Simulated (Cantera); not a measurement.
An adiabatic, constant-pressure homogeneous reactor starts with C₃H₈ : O₂ : N₂ = 1 : 2.08 : 7.83 (molar parts), at 1073 K and 24.0 bar. Integrator tolerance rtol = 1e-08.

Computed with Cantera and GRI-Mech 3.0 (53 species, 325 reactions). GRI-Mech 3.0 was tuned for natural gas; its chemistry of propane as a main component is partial and can be far from experiment. The pressure lies above the range GRI-Mech 3.0 was tuned for (to about 10 atm).

Task: What does this change do: pressure from 24.0 bar to 15.0 bar?

Result: 
```
quantity                                                              before                                      after
---------------------------------  -----------------------------------------  -----------------------------------------
time of steepest temperature rise                                    8.65 ms                                    13.8 ms
temperature at 0.200 s                                                2023 K                                     2023 K
equilibrium temperature                                               2023 K                                     2023 K
x(C₃H₈) at 0.200 s                     <1e-12 (gas-phase equilibrium <1e-12)      <1e-12 (gas-phase equilibrium <1e-12)
x(O₂) at 0.200 s                   5.09e-10 (gas-phase equilibrium 5.09e-10)  8.10e-10 (gas-phase equilibrium 8.10e-10)
x(HCN) at 0.200 s                    7.52e-6 (gas-phase equilibrium 1.03e-5)    9.01e-6 (gas-phase equilibrium 6.41e-6)
x(H₂O) at 0.200 s                      0.0653 (gas-phase equilibrium 0.0653)      0.0652 (gas-phase equilibrium 0.0652)
x(H₂) at 0.200 s                         0.204 (gas-phase equilibrium 0.204)        0.204 (gas-phase equilibrium 0.204)
x(C₂H₆) at 0.200 s                     <1e-12 (gas-phase equilibrium <1e-12)      <1e-12 (gas-phase equilibrium <1e-12)
```
